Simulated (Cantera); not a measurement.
Feed: 1 mol Pb, 2.5 mol CO, 0.3 mol H2, held at 875 °C and 0.133 bar.

Method: chemical equilibrium by Gibbs-energy minimisation in Cantera with the NASA 1993 tables (ideal gas, pure condensed phases). Candidate condensed phases: C, C6H6, C7H8, C8H18, H2O, Pb, PbO, PbO2, Pb3O4; 113 gas species. Rates play no part.

Base state: CO 0.886, H2 0.107, CO2 0.00426, Pb 0.00210, H2O 0.000606, CH4 3.62e-5 (mole fractions); condensed: C(graphite) + Pb(l).

Task: What changes in the equilibrium state with this change: temperature from 875 °C to 452 °C?

Result: 
| species | before | after |
|---|---|---|
| CO2 | 0.00426 | 0.742 |
| H2O | 0.000606 | 0.118 |
| H2 | 0.107 | 0.0742 |
| CO | 0.886 | 0.0620 |
| Pb | 0.00210 | 2.53e-8 |
| CH4 | 3.62e-5 | 0.00377 |
| C(graphite), mol | 0.0135 | 1.29 |
| Pb(l), mol | 0.994 | 1.00 |

Task: What changes in the equilibrium state with this change: temperature from 875 °C to 752 °C?

Result: 
| species | before | after |
|---|---|---|
| CO | 0.886 | 0.855 |
| H2 | 0.107 | 0.108 |
| CO2 | 0.00426 | 0.0335 |
| H2O | 0.000606 | 0.00325 |
| Pb | 0.00210 | 0.000209 |
| CH4 | 3.62e-5 | 0.000113 |
| C(graphite), mol | 0.0135 | 0.0991 |
| Pb(l), mol | 0.994 | 0.999 |

Task: What changes in the equilibrium state with this change: temperature from 875 °C to 1325 °C?

Result: 
```json
[
 {"species": "CO", "before": "0.886", "after": "0.658"},
 {"species": "Pb", "before": "0.00210", "after": "0.263"},
 {"species": "H2", "before": "0.107", "after": "0.0789"},
 {"species": "Pb2", "before": "4.49e-8", "after": "0.000116"},
 {"species": "H", "before": "6.41e-8", "after": "4.10e-5"},
 {"species": "C(graphite), mol", "before": "0.0135", "after": "0"},
 {"species": "Pb(l), mol", "before": "0.994", "after": "0"}
]
```
